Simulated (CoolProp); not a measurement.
A simple Rankine cycle with R236EA: condensing at 325.15 K, boiler at 1.57 MPa, turbine inlet 411 K, turbine efficiency 0.85, pump efficiency 0.8, no recuperator. Each further row changes one setting.

Model: reference Helmholtz-energy equation of state, Rui 2013, in CoolProp.

```json
[
 {"case": "as stated", "thermal efficiency (%)": "[?]", "net work (kJ/kg)": "18.0", "heat in (kJ/kg)": "214", "turbine exit temperature (K)": "[?]", "volume ratio over the turbine": "3.44"},
 {"case": "condensing temperature 317.15 K", "thermal efficiency (%)": "9.7", "net work (kJ/kg)": "21.8", "heat in (kJ/kg)": "224", "turbine exit temperature (K)": "[?]", "volume ratio over the turbine": "4.35"},
 {"case": "boiler pressure 1.1 MPa", "thermal efficiency (%)": "[?]", "net work (kJ/kg)": "13.4", "heat in (kJ/kg)": "220", "turbine exit temperature (K)": "[?]", "volume ratio over the turbine": "[?]"},
 {"case": "turbine efficiency 0.75", "thermal efficiency (%)": "7.4", "net work (kJ/kg)": "[?]", "heat in (kJ/kg)": "214", "turbine exit temperature (K)": "383.5", "volume ratio over the turbine": "[?]"}
]
```

### Question
Complete the blanks.

### Answer

- as stated, thermal efficiency (%): 8.4
- as stated, turbine exit temperature (K): 381.3
- condensing temperature 317.15 K, turbine exit temperature (K): 376.3
- boiler pressure 1.1 MPa, thermal efficiency (%): 6.1
- boiler pressure 1.1 MPa, turbine exit temperature (K): 391.5
- boiler pressure 1.1 MPa, volume ratio over the turbine: 2.32
- turbine efficiency 0.75, net work (kJ/kg): 15.8
- turbine efficiency 0.75, volume ratio over the turbine: 3.47
